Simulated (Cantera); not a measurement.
## Transport properties of process gases

Gas mixture: NO = 0.83 (molar parts), at 1.00 bar, frozen composition.

Cantera's kinetic-theory transport with the Lennard-Jones parameters of GRI-Mech 3.0, ideal gas; thermal conductivity in the multicomponent form. The composition is frozen, though it would react at the higher temperatures.

| T (K) | ρ (kg/m³) | cp (J/kg/K) | μ (µPa s) | λ (mW/m/K) | Pr | D (cm²/s) OH | D (cm²/s) N₂ | D (cm²/s) H₂ |
|---|---|---|---|---|---|---|---|---|
| 400 | 0.902 | 998.6 | 23.1 | 32.5 | 0.711 | 0.524 | 0.343 | 1.28 |
| 600 | 0.601 | 1041 | 30.6 | 45.0 | 0.708 | 1.04 | 0.686 | 2.53 |
| 800 | 0.451 | 1092 | 37.1 | 57.3 | 0.708 | 1.69 | 1.11 | 4.08 |
| 1000 | 0.361 | 1133 | 42.9 | 68.8 | 0.707 | 2.45 | 1.61 | 5.92 |
| 1200 | 0.301 | 1159 | 48.4 | 79.3 | 0.707 | 3.32 | 2.19 | 8.00 |
| 1400 | 0.258 | 1181 | 53.4 | 89.3 | 0.707 | 4.28 | 2.83 | 10.3 |
| 1600 | 0.226 | 1199 | 58.3 | 98.9 | 0.706 | 5.35 | 3.53 | 12.9 |
| 1800 | 0.200 | 1213 | 62.9 | 108 | 0.706 | 6.50 | 4.29 | 15.7 |
D: mixture-averaged diffusion coefficient of that species in the mixture.
